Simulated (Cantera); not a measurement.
A closed system holds: 1 mol HgO, 2.2 mol H₂, held at 1400 °C and 0.000450 bar.

These are equilibrium values from Cantera (NASA tables, ideal gas, pure condensed phases), not measurements of a reactor. Candidate condensed phases: H₂O, Hg, HgO; 10 gas species. Equilibrium is a limit: real reactors are often held back by kinetics, nucleation or transport.

Q: What is the equilibrium state?

A: 
| Item | Result |
|---|---|
| x(H₂) | 0.373 |
| x(Hg) | 0.312 |
| x(H₂O) | 0.312 |
| x(H) | 0.00328 |
| x(OH) | 0.000132 |
| gas amount | 3.205 mol |
| log10 activity of Hg(l) (absent) | -6.78 |
